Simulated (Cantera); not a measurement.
A perfectly stirred reactor is fed with 0.144 % CO, 1.63 % O2, 2.49 % H2O, 95.7 % N2, at 2.17 atm; it is held at 1450 K, and followed from long to short residence time.

Model: GRI-Mech 3.0 (53 species, 325 reactions), integrated in Cantera.

Predict: x(CO) at τ = 2.30 s; x(O2) at τ = 2.30 s; x(H2O) at τ = 2.30 s; x(OH) at τ = 2.30 s; x(NO) at τ = 2.30 s; x(CO) at τ = 34.0 ms; x(O2) at τ = 34.0 ms; x(H2O) at τ = 34.0 ms; x(OH) at τ = 34.0 ms; x(NO) at τ = 34.0 ms.


```
Item                     Value
---------------------  -------
x(CO) at τ = 2.30 s    4.73e-6
x(O2) at τ = 2.30 s     0.0156
x(H2O) at τ = 2.30 s    0.0249
x(OH) at τ = 2.30 s    2.07e-5
x(NO) at τ = 2.30 s    8.33e-8
x(CO) at τ = 34.0 ms   8.66e-5
x(O2) at τ = 34.0 ms    0.0156
x(H2O) at τ = 34.0 ms   0.0249
x(OH) at τ = 34.0 ms   7.16e-5
x(NO) at τ = 34.0 ms   8.27e-8
```
